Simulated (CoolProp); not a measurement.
The fluid at 298.15 K and 0.312 MPa (gas) is heated at constant pressure to 349.2 K. The same conditions are run with several fluids, on thermodynamics alone (safety and materials aside).

Model: reference Helmholtz-energy equation of state of each fluid (R124: de Vries 1995; R125: Lemmon 2005; hydrogen chloride: Thol 2018; R143a: Lemmon and Jacobsen 2000; dry air: Lemmon 2000), in CoolProp. Blends and air are pseudo-pure fits.

Task: Rank R124, R125, hydrogen chloride, R143a, dry air by heat (kJ/kg), highest first.

Result: R143a (52.0), dry air (51.6), R125 (43.4), hydrogen chloride (42.0), R124 (40.9)

```tsv
fluid	final density (kg/m³)
R124	15.4
R125	13.3
hydrogen chloride	3.96
R143a	9.31
dry air	3.11
```
